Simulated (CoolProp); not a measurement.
CH3F (R41) along the isobar 12.8 MPa: Z from the reference equation and from simpler models built on Tc = 317.3 K, pc = 5.906 MPa, ω = 0.200; each cubic takes its own stable root.

Values from CoolProp's reference Helmholtz-energy equation of state, Lemmon 2006. It is a short technical equation, of lower accuracy than the large ones.

```
T (K)          phase  reference
-----  -------------  ---------
214.8         liquid     0.2842
230.1         liquid     0.2755
245.5         liquid     0.2692
260.8         liquid     0.2654
276.2         liquid     0.2644
291.6         liquid     0.2666
306.9         liquid     0.2734
322.3  supercritical     0.2875
337.6  supercritical     0.3155
353    supercritical     0.3722
```

How far does each simpler model (van der Waals, Redlich-Kwong, Soave-Redlich-Kwong, Peng-Robinson) lie from the reference over these 10 states: mean and median of the absolute difference, and the worst?


- van der Waals: mean 66.9 %, median 72.6 %, worst +82.7 % at 214.8 K and 12.8 MPa
- Redlich-Kwong: mean 28.8 %, median 29.1 %, worst +31.2 % at 306.9 K and 12.8 MPa
- Soave-Redlich-Kwong: mean 28.4 %, median 27.7 %, worst +33.1 % at 337.6 K and 12.8 MPa
- Peng-Robinson: mean 15.1 %, median 13.6 %, worst +21.6 % at 337.6 K and 12.8 MPa
